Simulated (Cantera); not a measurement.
Feed: 1 mol acetone, 0.031 mol CO₂, 1.2 mol H₂, held at 750 Torr.

Method: chemical equilibrium by Gibbs-energy minimisation in Cantera with the NASA 1993 tables (ideal gas, pure condensed phases). Candidate condensed phases: C, C₆H₆, C₇H₈, C₈H₁₈, H₂O; 110 gas species. The feed counts by its element totals alone. Kinetics and transport are ignored.

x: gas mole fraction; n: condensed amount in mol.

```json
[
 {"T (K)": "923", "x H₂": "0.674", "x CO": "0.0943", "x CH₄": "0.106", "x H₂O": "0.0982", "x CO₂": "0.0281", "x H": "2.01e-10", "x C₂H₂ (acetylene)": "?", "n C(graphite)": "2.06"},
 {"T (K)": "998", "x H₂": "0.736", "x CO": "0.152", "x CH₄": "0.0529", "x H₂O": "0.0456", "x CO₂": "0.0136", "x H": "1.85e-9", "x C₂H₂ (acetylene)": "?", "n C(graphite)": "2.00"},
 {"T (K)": "1073", "x H₂": "0.766", "x CO": "0.184", "x CH₄": "0.0270", "x H₂O": "0.0183", "x CO₂": "0.00477", "x H": "1.23e-8", "x C₂H₂ (acetylene)": "?", "n C(graphite)": "1.95"},
 {"T (K)": "1148", "x H₂": "0.781", "x CO": "0.196", "x CH₄": "0.0145", "x H₂O": "0.00736", "x CO₂": "0.00156", "x H": "6.33e-8", "x C₂H₂ (acetylene)": "?", "n C(graphite)": "1.94"},
 {"T (K)": "1223", "x H₂": "0.788", "x CO": "0.200", "x CH₄": "0.00827", "x H₂O": "0.00317", "x CO₂": "0.000550", "x H": "2.67e-7", "x C₂H₂ (acetylene)": "?", "n C(graphite)": "1.95"},
 {"T (K)": "1298", "x H₂": "0.792", "x CO": "0.201", "x CH₄": "0.00500", "x H₂O": "0.00148", "x CO₂": "0.000215", "x H": "9.54e-7", "x C₂H₂ (acetylene)": "?", "n C(graphite)": "1.95"},
 {"T (K)": "1373", "x H₂": "0.794", "x CO": "0.202", "x CH₄": "0.00318", "x H₂O": "0.000750", "x CO₂": "9.25e-5", "x H": "2.97e-6", "x C₂H₂ (acetylene)": "?", "n C(graphite)": "1.96"},
 {"T (K)": "1448", "x H₂": "0.796", "x CO": "0.202", "x CH₄": "0.00211", "x H₂O": "0.000407", "x CO₂": "4.36e-5", "x H": "8.22e-6", "x C₂H₂ (acetylene)": "?", "n C(graphite)": "1.96"},
 {"T (K)": "1523", "x H₂": "0.796", "x CO": "0.202", "x CH₄": "0.00146", "x H₂O": "0.000235", "x CO₂": "2.22e-5", "x H": "2.06e-5", "x C₂H₂ (acetylene)": "?", "n C(graphite)": "1.96"},
 {"T (K)": "1598", "x H₂": "0.797", "x CO": "0.202", "x CH₄": "0.00105", "x H₂O": "0.000142", "x CO₂": "1.20e-5", "x H": "4.75e-5", "x C₂H₂ (acetylene)": "?", "n C(graphite)": "1.96"},
 {"T (K)": "1673", "x H₂": "0.797", "x CO": "0.202", "x CH₄": "0.000771", "x H₂O": "9.05e-5", "x CO₂": "6.93e-6", "x H": "0.000102", "x C₂H₂ (acetylene)": "?", "n C(graphite)": "1.96"}
]
```

Problem. Fill in the missing entries.

Solution. 
- 923, x C₂H₂ (acetylene): 8.03e-11
- 998, x C₂H₂ (acetylene): 7.96e-10
- 1073, x C₂H₂ (acetylene): 5.50e-9
- 1148, x C₂H₂ (acetylene): 2.90e-8
- 1223, x C₂H₂ (acetylene): 1.23e-7
- 1298, x C₂H₂ (acetylene): 4.42e-7
- 1373, x C₂H₂ (acetylene): 1.37e-6
- 1448, x C₂H₂ (acetylene): 3.78e-6
- 1523, x C₂H₂ (acetylene): 9.41e-6
- 1598, x C₂H₂ (acetylene): 2.15e-5
- 1673, x C₂H₂ (acetylene): 4.54e-5
